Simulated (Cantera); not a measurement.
What does this Cantera script print?

```python
import numpy as np
import cantera as ct

gas = ct.Solution("gri30.yaml")
gas.TPX = 1050, 23000, {'N2O': 1, 'H2': 0.021, 'N2': 2.3}
inlet = ct.Reservoir(gas, clone=True)

reactor = ct.IdealGasConstPressureReactor(gas, energy="off", clone=False)
exhaust = ct.Reservoir(gas, clone=True)
tau = [7.5, 3.1, 1.3, 0.55, 0.23, 0.097, 0.04, 0.017, 0.0071][0]
for a, b in ((inlet, reactor), (reactor, exhaust)):
    ct.MassFlowController(a, b, mdot=lambda t: reactor.mass / tau)
net = ct.ReactorNet([reactor])
show = ['N2O', 'H2', 'NO', 'H2O2', 'N2', 'O']

rows = []
print(f"{'tau/s':>10s}{'T/K':>9s}" + "".join(f"{s:>11s}" for s in show))
for tau in [7.5, 3.1, 1.3, 0.55, 0.23, 0.097, 0.04, 0.017, 0.0071]:
    net.initial_time = 0.0
    net.advance(30 * tau)
    before = gas.X
    net.advance(40 * tau)
    drift = np.max(np.abs(gas.X - before) / (gas.X + 1e-9))
    rows.append([gas.T, *gas[show].X, drift])
    print(f"{tau:10.3e}{gas.T:9.1f}" + "".join(f"{x:11.3e}" for x in gas[show].X))
```

It prints:

```
     tau/s      T/K        N2O         H2         NO       H2O2         N2          O
 7.500e+00   1050.0  2.816e-01  1.095e-04  5.965e-04  1.943e-09  7.060e-01  1.240e-07
 3.100e+00   1050.0  2.894e-01  2.299e-04  2.584e-04  2.705e-09  7.017e-01  1.250e-07
 1.300e+00   1050.0  2.929e-01  4.726e-04  1.135e-04  4.348e-09  6.997e-01  1.234e-07
 5.500e-01   1050.0  2.947e-01  9.372e-04  5.361e-05  7.690e-09  6.985e-01  1.186e-07
 2.300e-01   1050.0  2.961e-01  1.733e-03  2.912e-05  1.098e-08  6.974e-01  1.112e-07
 9.700e-02   1050.0  2.975e-01  2.880e-03  1.828e-05  1.134e-08  6.961e-01  1.027e-07
 4.000e-02   1050.0  2.990e-01  4.279e-03  1.132e-05  9.387e-09  6.946e-01  9.376e-08
 1.700e-02   1050.0  3.002e-01  5.413e-03  6.157e-06  6.344e-09  6.935e-01  8.480e-08
 7.100e-03   1050.0  3.008e-01  6.043e-03  2.517e-06  2.920e-09  6.928e-01  7.578e-08
```

Model: GRI-Mech 3.0 (53 species, 325 reactions), integrated in Cantera. GRI-Mech 3.0 was tuned for natural gas; its chemistry of N2O as a main component is partial and can be far from experiment. The mechanism lacks the step 2 NO + O2 → 2 NO2, which can matter for NO2 below about 1400 K. The temperature is held fixed by assumption; the heat of reaction is taken as removed at once.
